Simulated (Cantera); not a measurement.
## Thermodynamics of carbothermic reduction, feed Ta2O5 + CH4 + H2

Input: 1 mol Ta2O5, 0.52 mol CH4, 18 mol H2, equilibrated at 2327 °C and 0.230 bar.

Cantera equilibrium calculation (NASA polynomials, part measured and part estimated; ideal gas, pure solids and liquids). Candidate condensed phases: C, C6H6, C7H8, C8H18, H2O, Ta, TaC, Ta2O5; 113 gas species. Mutual solubility and eutectic melting of coexisting phases are not modelled. Condensed phases not in the tables: Ta2C, N, O or C dissolved in the metal. Rates play no part.

```
Property                                    Value
--------------------------------------  ---------
x(H2)                                       0.882
x(H)                                       0.0752
x(CO)                                      0.0253
x(H2O)                                    0.00853
x(TaO2)                                   0.00665
x(TaO)                                    0.00176
x(OH)                                    0.000168
x(CO2)                                    3.78e-5
x(O)                                      9.27e-6
n(Ta(s))                                0.231 mol
n(Ta2O5(l))                             0.798 mol
gas amount                              20.51 mol
log10 activity of TaC(s) (absent)           -2.12
log10 activity of C(graphite) (absent)      -4.94
```
